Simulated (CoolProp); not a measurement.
Properties of C3F8 (R218) along the isotherm 177.1 K (Tc = 345.0 K, pc = 26.40 bar, ω = 0.317).

Computed with CoolProp (reference Helmholtz-energy equation of state, Lemmon 2006). It is a short technical equation, of lower accuracy than the large ones.

| p (bar) | phase | expansivity (1/kK) | fugacity coefficient |
|---|---|---|---|
| 2.64 | liquid | 1.901 | 0.008773 |
| 5.28 | liquid | 1.897 | 0.004468 |
| 7.92 | liquid | 1.892 | 0.003034 |
| 10.6 | liquid | 1.888 | 0.002310 |
| 13.2 | liquid | 1.884 | 0.001889 |
| 15.8 | liquid | 1.880 | 0.001607 |
| 18.5 | liquid | 1.876 | 0.001398 |
| 21.1 | liquid | 1.872 | 0.001249 |
| 23.8 | liquid | 1.867 | 0.001128 |
| 26.4 | liquid | 1.863 | 0.001035 |
| 29 | liquid | 1.859 | 0.0009598 |
| 31.7 | liquid | 1.855 | 0.0008947 |
| 34.3 | liquid | 1.851 | 0.0008420 |
| 37 | liquid | 1.847 | 0.0007954 |
| 39.6 | liquid | 1.843 | 0.0007567 |
